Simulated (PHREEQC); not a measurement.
0.13 g of hydrous ferric oxide (600 m²/g; 0.2 weak and 0.005 strong sites per Fe, Dzombak-Morel constants, diffuse double layer) in 1 kg of water with 0.1 mol/kgw of an inert sodium salt and 0.00084 mmol/kgw CuCl2, at 25 °C; the pH is set by adding NaOH or the inert anion's acid. Oxygen alone is held at its pressure in air (log pO2 = -0.68). The system is closed to CO2. Nothing may precipitate in this run.

The series has 13 steps of pH, from 4 to 12.

The numbers come from PHREEQC with the ion-association model, wateq4f.dat.

### Question
Near which pH is half of the Cu sorbed, and on which side is more sorbed?

### Answer
Near pH 5.0, with more sorbed at higher pH.

The database's constant for dissolved Cu(OH)2 is higher than later reviews accept.
